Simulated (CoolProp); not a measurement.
A single-stage vapour-compression cycle with R115: evaporating at 262.15 K (dew point), condensing at 285.15 K (bubble point), superheat 5 K, subcooling 0 K, compressor efficiency 0.9, no pressure losses. Each further row changes one setting.

Computed with CoolProp (reference Helmholtz-energy equation of state, Lemmon 2016).

```csv
case,cooling COP,pressure ratio,discharge temperature (K),refrigerating effect (kJ/kg),volumetric capacity (kJ/m³)
as stated,8.87,2.06,287.9,93.7,2190
evaporating temperature 267.15 K,11.9,1.74,288.3,96.4,2650
condensing temperature 280.15 K,11.7,1.78,283.5,98.9,2310
subcooling 5 K,9.37,2.06,287.9,98.9,2310
superheat 15 K,9.07,2.06,297.7,101,2250
compressor efficiency 0.8,7.89,2.06,289.6,93.7,2190
```
